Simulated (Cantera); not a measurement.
Input (Python, Cantera):

```python
import numpy as np
import cantera as ct

gas = ct.Solution("gri30.yaml")
gas.TPX = 1450, 510, {'H2': 0.011, 'O2': 1}
reactor = ct.IdealGasConstPressureReactor(gas, energy="off", clone=False)
net = ct.ReactorNet([reactor])
net.rtol, net.atol = 1e-08, 1e-18
show = ['H2', 'O2', 'HO2', 'H2O2', 'H', 'OH', 'H2O']
times = np.geomspace(3e-06, 4, 14)

steps = ct.SolutionArray(gas, extra=["t"])
rows = []
print(f"{'t/s':>10s}{'T/K':>9s}{'P/Pa':>11s}" + "".join(f"{s:>11s}" for s in show))
for t in times:
    while net.time < t:
        t_next = net.step()
        steps.append(gas.state, t=t_next)
    rows.append([np.interp(t, steps.t, y) for y in (steps.T, steps.P, *steps(*show).X.T)])
    print(f"{t:10.3e}{rows[-1][0]:9.1f}{rows[-1][1]:11.4g}" + "".join(f"{x:11.3e}" for x in rows[-1][2:]))
rate = np.gradient(steps.T, steps.t)
print("integrator steps:", len(steps.t))
if steps.T.max() > steps.T[0] + 200:
    print(f"time of steepest temperature rise: {steps.t[rate.argmax()]:.4e} s")
gas.TPX = 1450, 510, {'H2': 0.011, 'O2': 1}
gas.equilibrate("TP")
print(f"equilibrium (TP): T = {gas.T:.1f} K  " + "  ".join(f"{s} {gas[s].X[0]:.3e}" for s in show))
```

Result:

```
       t/s      T/K       P/Pa         H2         O2        HO2       H2O2          H         OH        H2O
 3.000e-06   1450.0        510  1.088e-02  9.891e-01  5.633e-10  1.791e-15  5.445e-10  1.877e-11  3.407e-14
 8.877e-06   1450.0        510  1.088e-02  9.891e-01  1.667e-09  1.565e-14  1.510e-09  1.570e-10  8.519e-13
 2.627e-05   1450.0        510  1.088e-02  9.891e-01  4.931e-09  1.364e-13  3.739e-09  1.209e-09  1.994e-11
 7.773e-05   1450.0        510  1.088e-02  9.891e-01  1.459e-08  1.182e-12  7.225e-09  7.687e-09  4.031e-10
 2.300e-04   1450.0        510  1.088e-02  9.891e-01  4.315e-08  1.005e-11  1.133e-08  3.689e-08  6.296e-09
 6.806e-04   1450.0        510  1.088e-02  9.891e-01  1.275e-07  8.097e-11  2.583e-08  1.730e-07  8.555e-08
 2.014e-03   1450.0        510  1.088e-02  9.891e-01  3.747e-07  5.661e-10  2.005e-07  1.801e-06  1.863e-06
 5.959e-03   1450.0        510  9.985e-03  9.883e-01  5.873e-07  1.695e-09  5.359e-05  4.827e-04  6.272e-04
 1.763e-02   1450.0        510  4.785e-05  9.786e-01  1.436e-07  3.403e-09  3.083e-04  1.609e-03  9.874e-03
 5.218e-02   1450.0        510  4.506e-05  9.787e-01  1.420e-07  3.349e-09  3.014e-04  1.588e-03  9.891e-03
 1.544e-01   1450.0        510  4.377e-05  9.790e-01  1.399e-07  3.314e-09  2.880e-04  1.565e-03  9.912e-03
 4.568e-01   1450.0        510  4.026e-05  9.799e-01  1.340e-07  3.213e-09  2.527e-04  1.502e-03  9.970e-03
 1.352e+00   1450.0        510  3.196e-05  9.818e-01  1.186e-07  2.937e-09  1.764e-04  1.339e-03  1.011e-02
 4.000e+00   1450.0        510  1.813e-05  9.849e-01  8.697e-08  2.293e-09  7.371e-05  1.010e-03  1.036e-02
integrator steps: 622
equilibrium (TP): T = 1450.0 K  H2 1.463e-07  O2 9.890e-01  HO2 3.783e-08  H2O2 1.192e-10  H 5.100e-08  OH 9.101e-05  H2O 1.089e-02
```

Computed with Cantera and GRI-Mech 3.0 (53 species, 325 reactions). Radical loss at walls, strong at low pressure, is not modelled.
